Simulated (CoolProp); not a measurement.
n-perfluorohexane along the isotherm 429.1 K: density (kg/m³) from the reference equation and from simpler models built on Tc = 448.0 K, pc = 1742 kPa, ω = 0.497; each cubic takes its own stable root.

The numbers come from the reference Helmholtz-energy equation of state, Gao 2022 in CoolProp.

```
p (kPa)   phase  reference
-------  ------  ---------
581         gas      65.10
1160        gas      180.7
1740     liquid       1148
2320     liquid       1182
2900     liquid       1207
3480     liquid       1228
4060     liquid       1246
4640     liquid       1261
5220     liquid       1275
5810     liquid       1287
6390     liquid       1298
6970     liquid       1309
7550     liquid       1318
8130     liquid       1327
8710     liquid       1336
```

**Question.** How far does each simpler model (Redlich-Kwong, Peng-Robinson) lie from the reference over these 15 states: mean and median of the absolute difference, and the worst?

**Answer.** 
- Redlich-Kwong: mean 15.8 %, median 15.6 %, worst -26.6 % at 429.1 K and 1740 kPa
- Peng-Robinson: mean 4.6 %, median 3.7 %, worst -11.8 % at 429.1 K and 1740 kPa
